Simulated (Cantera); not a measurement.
What does this Cantera script print?

```python
import numpy as np
import cantera as ct

gas_names = """
    Br Br2 H HBr H2 N NH NH2 NH3 N2 N2H2 N2H4 Si SiBr SiBr2 SiBr3 SiBr4 SiH SiHBr3 SiH2 SiH2Br2 SiH3
    SiH3Br SiH4 SiN Si2 Si2N Si3
""".split()
cond_names = """
    Br2(cr) Br2(L) Si(cr) Si(L) Si3N4(a)
""".split()


# ... load() reads the species with a 1 bar reference pressure and builds the phases ...
atoms = {
    'Si': {'Si': 1},
    'HBr': {'H': 1, 'Br': 1},
    'N2': {'N': 2},
}
top_T = {'Si3N4(a)': 2400}  # K; cautious upper limits of use, not melting points


# ... equilibrate(T, P, feed) seeds the gas with the atoms and calls Mixture.equilibrate('TP', solver="vcs", rtol=1e-11, max_steps=5000) ...
results = []
feed = {'Si': 1, 'HBr': 1.4, 'N2': 59}  # mol
T = 1298.15  # K
P = 860  # Pa
mix = equilibrate(T, P, feed)
results.append((T, P, feed, dict(zip(mix.species_names, mix.species_moles))))
x = sorted(zip(gas.X, gas.species_names), reverse=True)
print(f"T = {T:g} K  P = {P:g} Pa  gas = {mix.phase_moles(0):.4g} mol")
print("   x: " + "  ".join(f"{s} {v:.3e}" for v, s in x if v > 0.0001))
print("   condensed (mol): " + ("  ".join(f"{mix.phase(i).name} {mix.phase_moles(i):.4g}"
      for i in range(1, mix.n_phases) if mix.phase_moles(i) > 1e-12) or "none"))
```

It prints:

```
T = 1298.15 K  P = 860 Pa  gas = 59.79 mol
   x: N2 9.762e-01  HBr 1.986e-02  H2 1.774e-03  Br 1.325e-03  SiBr2 6.279e-04  SiBr4 1.996e-04
   condensed (mol): Si3N4(a) 0.3157
```

Cantera equilibrium calculation (NASA polynomials, part measured and part estimated; ideal gas, pure solids and liquids). N2 is the only nitrogen source here; it is nearly inert below about 1500 K, so the nitride shown seldom forms there in practice. The tables' values for SiBr3 are old estimates; treat these amounts as uncertain.
